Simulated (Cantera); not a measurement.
**Silicon nitride deposition: SiHCl3 + NH3 + H2**

A closed system holds: 1 mol SiHCl3, 0.91 mol NH3, 22 mol H2, equilibrated at 0.00220 bar.

These are equilibrium values from Cantera (NASA tables, ideal gas, pure condensed phases), not measurements of a reactor. Candidate condensed phases: NH4Cl, Si, Si3N4; 28 gas species. Mutual solubility and eutectic melting of coexisting phases are not modelled. The tables' values for SiCl3, SiCl are old estimates; treat these amounts as uncertain. Equilibrium is a limit: real reactors are often held back by kinetics, nucleation or transport.

From 1198 K to 1398 K the condensed part is Si3N4(s). At 1448 K the condensed part is Si(s) + Si3N4(s). From 1498 K to 1548 K the condensed part is Si(s). The main Si-bearing gas is SiCl2 throughout. The share of Si in condensed phases is highest at 1198 K (68.1 %) and lowest at 1548 K (46.1 %).

```
T (K)   x H2   x HCl  x SiCl2      x N2   x SiCl4   x SiCl3  n Si3N4(s)  n Si(s)
-----  -----  ------  -------  --------  --------  --------  ----------  -------
1198   0.898  0.0890  0.00960   3.87e-5   0.00139   0.00123       0.227        0
1248   0.896  0.0907   0.0112  0.000161  0.000514  0.000892       0.225        0
1298   0.896  0.0904   0.0125  0.000582  0.000191  0.000631       0.220        0
1348   0.896  0.0875   0.0144   0.00165   7.51e-5  0.000464       0.207        0
1398   0.897  0.0818   0.0174   0.00355   3.11e-5  0.000356       0.182        0
1448   0.896  0.0764   0.0201   0.00746   1.31e-5  0.000268       0.132   0.0831
1498   0.887  0.0749   0.0203    0.0176   5.75e-6  0.000191           0    0.470
1548   0.887  0.0743   0.0207    0.0176   2.70e-6  0.000141           0    0.461
```
x: gas mole fraction; n: condensed amount in mol.
